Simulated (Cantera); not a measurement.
Input (Python, Cantera) and output of one run.

```python
import numpy as np
import cantera as ct

gas_names = """
    H HI H2 I I2
""".split()
cond_names = """
    I2(cr) I2(L)
""".split()


def load(file, names, dense=False):
    # The tables refer to 1 bar. Condensed volumes are neglected.
    table = {s.name: s for s in ct.Species.list_from_file(file)}
    out = []
    for n in names:
        d = dict(table[n].input_data)
        d["thermo"] = dict(d["thermo"], **{"reference-pressure": 1e5})
        if dense:
            d["equation-of-state"] = {"model": "constant-volume", "density": "1e6 g/cm^3"}
        out.append(ct.Species.from_dict(d))
    return out


gas = ct.Solution(thermo="ideal-gas", species=load("nasa_gas.yaml", gas_names))
cond = {s.name: ct.Solution(thermo="fixed-stoichiometry", species=[s], name=s.name)
        for s in load("nasa_condensed.yaml", cond_names, dense=True)}
atoms = {
    'HI': {'H': 1, 'I': 1},
    'H2': {'H': 2},
}
top_T = {}  # K; cautious upper limits of use, not melting points


def equilibrate(T, P, feed):
    n = {}
    for name, mol in feed.items():
        for a, k in atoms[name].items():
            n[a] = n.get(a, 0.0) + k * mol
    gas.TPX = T, P, n
    mass = sum(n.values()) * gas.mean_molecular_weight
    gas.equilibrate("TP")
    valid = [c for c in cond.values() if c.min_temp <= T <= top_T.get(c.name, c.max_temp)]
    mix = ct.Mixture([(gas, mass / gas.mean_molecular_weight)] + [(c, 0.0) for c in valid])
    mix.T, mix.P = T, P
    mix.equilibrate("TP", solver="vcs", rtol=1e-11, max_steps=5000)
    return mix


results = []
feed = {'HI': 1, 'H2': 0.1}  # mol
P = 28  # Pa
for T in [848, 898, 948, 998, 1048, 1098, 1148, 1198, 1248, 1298, 1348, 1398, 1448, 1498]:
    mix = equilibrate(T, P, feed)
    results.append((T, P, feed, dict(zip(mix.species_names, mix.species_moles))))
    x = sorted(zip(gas.X, gas.species_names), reverse=True)
    print(f"T = {T:g} K  P = {P:g} Pa  gas = {mix.phase_moles(0):.4g} mol")
    print("   x: " + "  ".join(f"{s} {v:.3e}" for v, s in x if v > 0.001))
    print("   condensed (mol): " + ("  ".join(f"{mix.phase(i).name} {mix.phase_moles(i):.4g}"
          for i in range(1, mix.n_phases) if mix.phase_moles(i) > 1e-12) or "none"))
```

Output:

```
T = 848 K  P = 28 Pa  gas = 1.182 mol
   x: HI 6.114e-01  H2 2.019e-01  I 1.387e-01  I2 4.794e-02
   condensed (mol): none
T = 898 K  P = 28 Pa  gas = 1.234 mol
   x: HI 5.231e-01  H2 2.247e-01  I 2.172e-01  I2 3.500e-02
   condensed (mol): none
T = 948 K  P = 28 Pa  gas = 1.295 mol
   x: HI 4.252e-01  I 3.014e-01  H2 2.507e-01  I2 2.277e-02
   condensed (mol): none
T = 998 K  P = 28 Pa  gas = 1.357 mol
   x: I 3.792e-01  HI 3.304e-01  H2 2.768e-01  I2 1.356e-02
   condensed (mol): none
T = 1048 K  P = 28 Pa  gas = 1.413 mol
   x: I 4.435e-01  H2 3.002e-01  HI 2.486e-01  I2 7.656e-03
   condensed (mol): none
T = 1098 K  P = 28 Pa  gas = 1.46 mol
   x: I 4.929e-01  H2 3.192e-01  HI 1.838e-01  I2 4.225e-03
   condensed (mol): none
T = 1148 K  P = 28 Pa  gas = 1.496 mol
   x: I 5.289e-01  H2 3.337e-01  HI 1.351e-01  I2 2.331e-03
   condensed (mol): none
T = 1198 K  P = 28 Pa  gas = 1.522 mol
   x: I 5.547e-01  H2 3.444e-01  HI 9.961e-02  I2 1.305e-03
   condensed (mol): none
T = 1248 K  P = 28 Pa  gas = 1.542 mol
   x: I 5.730e-01  H2 3.521e-01  HI 7.414e-02
   condensed (mol): none
T = 1298 K  P = 28 Pa  gas = 1.556 mol
   x: I 5.860e-01  H2 3.577e-01  HI 5.588e-02
   condensed (mol): none
T = 1348 K  P = 28 Pa  gas = 1.566 mol
   x: I 5.952e-01  H2 3.617e-01  HI 4.270e-02
   condensed (mol): none
T = 1398 K  P = 28 Pa  gas = 1.574 mol
   x: I 6.020e-01  H2 3.646e-01  HI 3.311e-02
   condensed (mol): none
T = 1448 K  P = 28 Pa  gas = 1.58 mol
   x: I 6.069e-01  H2 3.667e-01  HI 2.603e-02
   condensed (mol): none
T = 1498 K  P = 28 Pa  gas = 1.584 mol
   x: I 6.104e-01  H2 3.681e-01  HI 2.074e-02
   condensed (mol): none
```

Equilibrium computed with Cantera from the NASA thermochemical tables; the gas is ideal and each condensed phase is pure.
